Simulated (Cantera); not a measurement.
**Ignition delay**

Mixture: CH₄ : O₂ : N₂ = 1 : 3.12 : 11.8 (molar parts), at 1580 Torr, adiabatic and at constant volume. Ignition delay is the time to a rise of 400 K.

Computed with Cantera and GRI-Mech 3.0 (53 species, 325 reactions).

```csv
T0 (K),delay (ms)
1225,12.9
1325,3.61
1425,1.16
1525,0.425
1625,0.180
1725,0.0861
1825,0.0457
```

The apparent activation energy between 1625 and 1825 K is 170 kJ/mol.
